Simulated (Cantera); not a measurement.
# Thermodynamics of carbon deposition, reforming and gasification, feed acetone + H2

Charge: 1 mol acetone, 28 mol H2, held at 37.0 mbar.

Equilibrium computed with Cantera from the NASA thermochemical tables; the gas is ideal and each condensed phase is pure. Candidate condensed phases: C, C6H6, C7H8, C8H18, H2O; 110 gas species. The feed counts by its element totals alone. The numbers say what is thermodynamically allowed, not how fast it happens.

```json
[
 {"T (K)": "673", "x H2": "0.858", "x CH4": "0.107", "x H2O": "0.0352", "x CO": "0.000262", "x CO2": "0.000131", "x C2H6": "3.55e-8", "x C2H4": "9.91e-11", "x H": "<1e-12", "n C(graphite)": "0"},
 {"T (K)": "723", "x H2": "0.863", "x CH4": "0.102", "x H2O": "0.0304", "x CO": "0.00323", "x CO2": "0.000874", "x C2H6": "7.73e-8", "x C2H4": "1.24e-9", "x H": "<1e-12", "n C(graphite)": "0"},
 {"T (K)": "773", "x H2": "0.903", "x CH4": "0.0640", "x H2O": "0.0192", "x CO": "0.0121", "x CO2": "0.00131", "x C2H6": "6.22e-8", "x C2H4": "4.40e-9", "x H": "4.48e-12", "n C(graphite)": "0.718"},
 {"T (K)": "823", "x H2": "0.938", "x CH4": "0.0304", "x H2O": "0.00974", "x CO": "0.0212", "x CO2": "0.000796", "x C2H6": "2.66e-8", "x C2H4": "6.97e-9", "x H": "3.69e-11", "n C(graphite)": "1.39"},
 {"T (K)": "873", "x H2": "0.953", "x CH4": "0.0151", "x H2O": "0.00408", "x CO": "0.0272", "x CO2": "0.000310", "x C2H6": "1.18e-8", "x C2H4": "1.01e-8", "x H": "2.37e-10", "n C(graphite)": "1.66"},
 {"T (K)": "923", "x H2": "0.961", "x CH4": "0.00794", "x H2O": "0.00163", "x CO": "0.0297", "x CO2": "0.000103", "x C2H6": "5.57e-9", "x C2H4": "1.37e-8", "x H": "1.25e-9", "n C(graphite)": "1.80"},
 {"T (K)": "973", "x H2": "0.964", "x CH4": "0.00442", "x H2O": "0.000680", "x CO": "0.0307", "x CO2": "3.49e-5", "x C2H6": "2.80e-9", "x C2H4": "1.79e-8", "x H": "5.52e-9", "n C(graphite)": "1.88"},
 {"T (K)": "1023", "x H2": "0.966", "x CH4": "0.00259", "x H2O": "0.000303", "x CO": "0.0310", "x CO2": "1.27e-5", "x C2H6": "1.49e-9", "x C2H4": "2.26e-8", "x H": "2.12e-8", "n C(graphite)": "1.93"}
]
```
x: gas mole fraction; n: condensed amount in mol.

From 673 K to 723 K nothing is condensed. From 773 K to 1023 K the condensed part is C(graphite). The main C-bearing gas is CH4 at 673 K and CO at 1023 K.
